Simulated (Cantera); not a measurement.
Charge: 1 mol Si, 0.55 mol HCl, 12 mol H2, 1.3 mol Cl2, at 752 °C and 0.133 bar.

Cantera equilibrium calculation (NASA polynomials, part measured and part estimated; ideal gas, pure solids and liquids). Candidate condensed phases: Si; 19 gas species. The tables' values for SiCl3 are old estimates; treat these amounts as uncertain. Rates play no part.

Base state: H2 0.920, SiCl4 0.0410, HCl 0.0189, SiHCl3 0.0172, SiCl3 0.00117, SiH2Cl2 0.000797, SiCl2 0.000693 (mole fractions); condensed: Si(s).

### Question
What changes in the equilibrium state with this change: temperature from 752 °C to 927 °C?

### Answer
| species | before | after |
|---|---|---|
| H2 | 0.920 | 0.890 |
| HCl | 0.0189 | 0.0561 |
| SiCl4 | 0.0410 | 0.0279 |
| SiHCl3 | 0.0172 | 0.0120 |
| SiCl2 | 0.000693 | 0.00834 |
| SiCl3 | 0.00117 | 0.00515 |
| SiH2Cl2 | 0.000797 | 0.000681 |
| Si(s), mol | 0.205 | 0.282 |

### Question
What changes in the equilibrium state with this change: pressure from 0.133 bar to 11.0 bar?

### Answer
```json
[
 {"species": "H2", "before": "0.920", "after": "0.922"},
 {"species": "SiHCl3", "before": "0.0172", "after": "0.0384"},
 {"species": "SiCl4", "before": "0.0410", "after": "0.0275"},
 {"species": "HCl", "before": "0.0189", "after": "0.00568"},
 {"species": "SiH3Cl", "before": "9.55e-6", "after": "0.000237"},
 {"species": "SiCl2", "before": "0.000693", "after": "6.24e-5"},
 {"species": "SiH2Cl2", "before": "0.000797", "after": "0.00594"},
 {"species": "SiCl3", "before": "0.00117", "after": "0.000287"},
 {"species": "Si(s), mol", "before": "0.205", "after": "0.0649"}
]
```
